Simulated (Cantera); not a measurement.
Mixture: 10.0 % CO, 3.40 % H₂, 14.9 % O₂, 62.5 % N₂, 9.20 % H₂O, equivalence ratio 0.45, at 1.00 atm, adiabatic and at constant pressure. Ignition delay is the time to a rise of 400 K.

Model: GRI-Mech 3.0 (53 species, 325 reactions), integrated in Cantera. Below about 950 K walls govern HO2 and H2O2 in real vessels.

Task: Predict: delay at 948 K; delay at 998 K; delay at 1048 K; delay at 1098 K; delay at 1148 K; delay at 1198 K; apparent activation energy between 1098 and 1198 K.

Result: 
```json
{
 "delay at 948 K": "41.2 ms",
 "delay at 998 K": "4.29 ms",
 "delay at 1048 K": "0.665 ms",
 "delay at 1098 K": "0.301 ms",
 "delay at 1148 K": "0.194 ms",
 "delay at 1198 K": "0.144 ms",
 "apparent activation energy between 1098 and 1198 K": "80 kJ/mol"
}
```
